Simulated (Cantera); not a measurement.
Source: NASA polynomial tables (part measured, part estimated), evaluated in Cantera. Values are per mole of reaction as written; species without (g) are pure solids or liquids, kept so even where they would boil at 1 bar.

2 NF3(g) + 2 Cu2O + F2(g) ⇌ 4 CuF2 + 2 NO(g)

| T (K) | ΔH° (kJ) | ΔS° (J/K) | ΔG° (kJ) | log10 K | condensed phases |
|---|---|---|---|---|---|
| 450 | [?] | [?] | [?] | [?] | Cu2O(s), CuF2(s) |
| 550 | [?] | [?] | [?] | [?] | Cu2O(s), CuF2(s) |
| 650 | [?] | [?] | [?] | [?] | Cu2O(s), CuF2(s) |
| 750 | -1340.8 | -122.5 | -1248.9 | 86.98 | Cu2O(s), CuF2(s) |
| 850 | -1334.0 | -114.0 | -1237.1 | 76.02 | Cu2O(s), CuF2(s) |
| 950 | -1327.2 | -106.4 | -1226.1 | 67.41 | Cu2O(s), CuF2(s) |
| 1050 | [?] | [?] | [?] | [?] | Cu2O(s), CuF2(s) |
| 1150 | -1091.1 | 107.2 | -1214.4 | 55.16 | Cu2O(s), CuF2(l) |
| 1250 | -1081.3 | 115.3 | -1225.5 | 51.21 | Cu2O(s), CuF2(l) |
| 1350 | -1072.3 | 122.3 | -1237.4 | 47.88 | Cu2O(s), CuF2(l) |

Task: Some entries are withheld; supply them.

Result: 
- 450, ΔH° (kJ): -1359.6
- 450, ΔS° (J/K): -154.3
- 450, ΔG° (kJ): -1290.2
- 450, log10 K: 149.75
- 550, ΔH° (kJ): -1353.7
- 550, ΔS° (J/K): -142.4
- 550, ΔG° (kJ): -1275.3
- 550, log10 K: 121.12
- 650, ΔH° (kJ): -1347.4
- 650, ΔS° (J/K): -131.9
- 650, ΔG° (kJ): -1261.6
- 650, log10 K: 101.38
- 1050, ΔH° (kJ): -1320.2
- 1050, ΔS° (J/K): -99.5
- 1050, ΔG° (kJ): -1215.8
- 1050, log10 K: 60.48
